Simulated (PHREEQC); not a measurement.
PHREEQC input (ion-association model, wateq4f.dat):

```
SOLUTION_MASTER_SPECIES
  Tma  Tma+  0  Tma  74.145  # tetramethylammonium, taken as a free cation
  Amm  AmmH+  0  AmmH  17.031  # ammonia with no redox link, constants of NH4+
SOLUTION_SPECIES
  Tma+ = Tma+
    -log_k 0
    -gamma 4.0 0
  AmmH+ = AmmH+
    -log_k 0
  AmmH+ = Amm + H+
    -log_k -9.252
    -delta_h 12.48 kcal
    -analytic 0.6322 -0.001225 -2835.76
    -gamma 2.5 0.0
  AmmH+ + SO4-2 = AmmHSO4-
    -log_k 1.11
    -gamma 5.0 0.0
PHASES
  Amm(g)
    Amm = Amm
    -log_k 1.770
    -delta_h -8.170 kcal
EXCHANGE_SPECIES
  AmmH+ + X- = AmmHX
    -log_k 0.6
SOLUTION 1
  temp 25
  units mol/kgw
  pH 7 charge
  F 0.02214
  Amm 0.00014
  Cl 0.1
SOLUTION 2
  temp 25
  units mol/kgw
  pH 7 charge
  F 0.0181
  Tma 0.0021
  S(6) 0.052
END
SELECTED_OUTPUT 1
  -reset false
  -pH true
  -pe true
  -ionic_strength true
  -water true
  -totals Amm Cl F S Tma S(-2) S(6)
  -molalities H+ Cl- F- SO4-2 HSO4- H2S HS- S-2 O2 OH-
    HF HF2- H2F2 AmmH+ Amm AmmHSO4- Tma+
PRINT
  -reset false
MIX 1
  1 1
  2 0
EQUILIBRIUM_PHASES 1
  O2(g) -0.68 10
END
# ... the last block is repeated for the other 10 points of share of solution B
```

Selected output (columns that matter, 11 of 11 rows; share of solution B added in front):

```
share of solution B	pH	mu	Amm	Cl	F	S	Tma	m_H+	m_Cl-	m_SO4-2	m_HSO4-	m_HF	m_H2F2	m_Tma+
0	1.083	0.10023	0.00014	0.1	0.02214	0	0	0.10009	0.1	0	0	0.019801	0.0010456	0
0.1	1.0997	0.097633	0.000126	0.09	0.021736	0.0052	0.00021	0.096199	0.09	0.0010987	0.0041006	0.019464	0.0010098	0.00021
0.2	1.1168	0.095151	0.000112	0.08	0.021332	0.0104	0.00042	0.092364	0.08	0.0022555	0.0081433	0.019127	0.00097447	0.00042
0.3	1.1343	0.092795	9.8e-05	0.07	0.020928	0.0156	0.00063	0.088593	0.07	0.0034753	0.012123	0.018788	0.00093973	0.00063
0.4	1.1524	0.090576	8.4e-05	0.06	0.020524	0.0208	0.00084	0.08489	0.06	0.0047634	0.016035	0.018447	0.00090553	0.00084
0.5	1.1708	0.088506	7e-05	0.05	0.02012	0.026	0.00105	0.081262	0.05	0.0061259	0.019872	0.018106	0.00087188	0.00105
0.6	1.1898	0.086597	5.6e-05	0.04	0.019716	0.0312	0.00126	0.077714	0.04	0.0075689	0.023629	0.017763	0.00083878	0.00126
0.7	1.2091	0.084863	4.2e-05	0.03	0.019312	0.0364	0.00147	0.074253	0.03	0.0090991	0.027299	0.017418	0.00080623	0.00147
0.8	1.2289	0.083317	2.8e-05	0.02	0.018908	0.0416	0.00168	0.070887	0.02	0.010723	0.030875	0.017072	0.00077425	0.00168
0.9	1.249	0.081974	1.4e-05	0.01	0.018504	0.0468	0.00189	0.067622	0.01	0.012448	0.034351	0.016725	0.00074283	0.00189
1	1.2695	0.080847	0	0	0.0181	0.052	0.0021	0.064465	0	0.014282	0.037718	0.016376	0.00071198	0.0021
```

(CH3)4N+ isn't in the database: it is added as a free cation with an ion size of 4 Å. wateq4f.dat counts part of the HF as a dimer, H2F2, which phreeqc.dat doesn't know; its constant is uncertain.
